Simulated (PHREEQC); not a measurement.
## Hard or scaling water: an equilibrium model

Make-up at 25 °C: 0.0012 mol CaSO4, 0.78 mol Na2SO4 and 5.6e-05 mol H4SiO4 per kg of water. Closed to the air; pH follows from the charge balance.

Computed with PHREEQC (ion-association model, wateq4f.dat).

Precipitation was switched off in this run.

Predict the pH.

pH 7.20.

In which forms is Na present?

Na+ 76 %, NaSO4- 24 % of the Na.

Ionic strength above about 0.7 mol/kgw puts this run outside the model's range. Species that the database lacks are ignored.
